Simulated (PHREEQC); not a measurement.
A solution holds 0.12 mol CuCl2, 0.008 mol HNO3 and 0.0065 mol FeCl3 per kg of water, at 47 °C. Closed to the air; pH follows from the charge balance.

Model: ion-association model, phreeqc.dat, run in PHREEQC.

This is a speciation only: nothing precipitates in the calculation.

### Question
Estimate the pH, density.

### Answer
pH 2.13; density 1.005 g/cm³.

### Question
In which forms is Cl present?

### Answer
Cl- 83 %, CuCl+ 14 %, CuCl2 1.7 %, FeCl+2 1.3 % of the Cl.

Saturation is exceeded, for instance for Hematite (slow to form), Goethite (slow to form); the values hold only as long as no solid forms. Constants without temperature data keep their 25 °C values here.
